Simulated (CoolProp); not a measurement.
Saturation properties of CHF3 (R23) (Tc = 299.3 K, pc = 4.832 MPa, ω = 0.263).

The numbers come from the reference Helmholtz-energy equation of state, Penoncello 2003 in CoolProp.

| T (K) | p (MPa) | vapour density (kg/m³) | enthalpy of vaporisation (kJ/kg) | liquid cp (kJ/(kg K)) | liquid conductivity (mW/(m K)) |
|---|---|---|---|---|---|
| 173.4 | 0.03215 | 1.594 | 253.2 | 1.213 | 153 |
| 182 | 0.05795 | 2.764 | 246.7 | 1.223 | 144 |
| 190.5 | 0.09767 | 4.505 | 239.9 | 1.236 | 136 |
| 199 | 0.1564 | 7.014 | 232.8 | 1.253 | 128 |
| 207.5 | 0.2398 | 10.51 | 225.2 | 1.273 | 122 |
| 216 | 0.3540 | 15.25 | 217.2 | 1.299 | 116 |
| 224.5 | 0.5058 | 21.55 | 208.6 | 1.330 | 110 |
| 233 | 0.7026 | 29.81 | 199.2 | 1.370 | 104 |
| 241.5 | 0.9521 | 40.53 | 188.9 | 1.421 | 99.1 |
| 250 | 1.263 | 54.42 | 177.5 | 1.487 | 93.8 |

It boils at 191.1 K under 1 atm.

Thermal conductivity comes from a separate model (Shan 2000).
